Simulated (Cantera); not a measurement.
Cantera run:

```python
import numpy as np
import cantera as ct

gas_names = [...]  # 110 gases of nasa_gas.yaml made of C, H, O
cond_names = """
    C(gr) C6H6(L) C7H8(L) C8H18(L),n-octa H2O(s) H2O(L)
""".split()


# ... load() reads the species with a 1 bar reference pressure and builds the phases ...
atoms = {
    'CO': {'C': 1, 'O': 1},
    'H2': {'H': 2},
    'O2': {'O': 2},
}
top_T = {'C(gr)': 4500}  # K; cautious upper limits of use, not melting points


# ... equilibrate(T, P, feed) seeds the gas with the atoms and calls Mixture.equilibrate('TP', solver="vcs", rtol=1e-11, max_steps=5000) ...
results = []
feed = {'CO': 1, 'H2': 0.38, 'O2': 0.019}  # mol
T = 2048.15  # K
P = 1333.22  # Pa
mix = equilibrate(T, P, feed)
results.append((T, P, feed, dict(zip(mix.species_names, mix.species_moles))))
print(gas.report(threshold=0.0001))
for i in range(1, mix.n_phases):
    print(f"{mix.phase(i).name:16s} {mix.phase_moles(i):12.5e} mol")
```

Result:

```
       temperature   2048.2 K
          pressure   1333.2 Pa
           density   0.0016588 kg/m^3
  mean mol. weight   21.188 kg/kmol
   phase of matter   gas

                          1 kg             1 kmol
                     ---------------   ---------------
          enthalpy       -1.2591e+06       -2.6679e+07  J
   internal energy       -2.0628e+06       -4.3708e+07  J
           entropy             13385         2.836e+05  J/K
    Gibbs function       -2.8673e+07       -6.0754e+08  J
 heat capacity c_p            1709.6             36224  J/K
 heat capacity c_v            1317.2             27909  J/K

                      mass frac. Y      mole frac. X     chem. pot. / RT
                     ---------------   ---------------   ---------------
                CO           0.93979           0.71091           -38.933
               CO2          0.021129          0.010173            -63.84
                 H        0.00046355         0.0097439           -12.626
                H2          0.023972           0.25195           -25.253
               H2O          0.014585          0.017154            -50.16
     [ +105 minor]        5.9662e-05        7.4376e-05

C(gr)             0.00000e+00 mol
```

Cantera equilibrium calculation (NASA polynomials, part measured and part estimated; ideal gas, pure solids and liquids).
